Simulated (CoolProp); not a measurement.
R236FA along the isotherm 400 K: fugacity coefficient from the reference equation and from simpler models built on Tc = 398.1 K, pc = 31.91 bar, ω = 0.377; each cubic takes its own stable root.

Computed with CoolProp (reference Helmholtz-energy equation of state, Pan 2012).

```json
[
 {"p (bar)": "0.151", "phase": "gas", "reference": "0.9984"},
 {"p (bar)": "0.222", "phase": "gas", "reference": "0.9976"},
 {"p (bar)": "0.326", "phase": "gas", "reference": "0.9965"},
 {"p (bar)": "0.479", "phase": "gas", "reference": "0.9949"},
 {"p (bar)": "0.703", "phase": "gas", "reference": "0.9925"},
 {"p (bar)": "1.03", "phase": "gas", "reference": "0.9890"},
 {"p (bar)": "1.51", "phase": "gas", "reference": "0.9839"},
 {"p (bar)": "2.22", "phase": "gas", "reference": "0.9763"},
 {"p (bar)": "3.26", "phase": "gas", "reference": "0.9653"},
 {"p (bar)": "4.79", "phase": "gas", "reference": "0.9491"},
 {"p (bar)": "7.03", "phase": "gas", "reference": "0.9256"},
 {"p (bar)": "10.3", "phase": "gas", "reference": "0.8917"},
 {"p (bar)": "15.1", "phase": "gas", "reference": "0.8423"},
 {"p (bar)": "22.2", "phase": "gas", "reference": "0.7695"},
 {"p (bar)": "32.6", "phase": "supercritical", "reference": "0.6568"},
 {"p (bar)": "47.9", "phase": "supercritical", "reference": "0.4875"}
]
```

Q: How far does each simpler model (Soave-Redlich-Kwong, Peng-Robinson) lie from the reference over these 16 states: mean and median of the absolute difference, and the worst?

A: 
- Soave-Redlich-Kwong: mean 0.4 %, median 0.1 %, worst +3.5 % at 400 K and 47.9 bar
- Peng-Robinson: mean 0.6 %, median 0.3 %, worst -2.2 % at 400 K and 32.6 bar
